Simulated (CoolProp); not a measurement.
A closed Brayton cycle with carbon dioxide: compressor inlet 311.15 K and 9.8 MPa, high pressure 30.4 MPa, turbine inlet 800 K, compressor efficiency 0.85, turbine efficiency 0.93, recuperator effectiveness 0 (on enthalpy, no pinch check). Each further row changes one setting.

Values from CoolProp's reference Helmholtz-energy equation of state, Span 1996.

| case | thermal efficiency (%) | net work (kJ/kg) | compressor to turbine work | compressor exit (K) | turbine exit (K) |
|---|---|---|---|---|---|
| as stated | 17.2 | 114 | 0.23 | 347.3 | 662.8 |
| turbine inlet 750 K | 17.2 | (withheld) | 0.24 | 347.3 | (withheld) |
| compressor inlet 321.15 K | 17.5 | (withheld) | 0.32 | 390.2 | 662.8 |
| high pressure 25.8 MPa | (withheld) | 101 | (withheld) | 341.1 | 682.1 |
| recuperator effectiveness 0.5 | 24.4 | 114 | 0.23 | 347.3 | 662.8 |

Q: What belongs in the gaps?

A: 
- turbine inlet 750 K, net work (kJ/kg): 103
- turbine inlet 750 K, turbine exit (K): 617.7
- compressor inlet 321.15 K, net work (kJ/kg): 100
- high pressure 25.8 MPa, thermal efficiency (%): 15.0
- high pressure 25.8 MPa, compressor to turbine work: 0.21
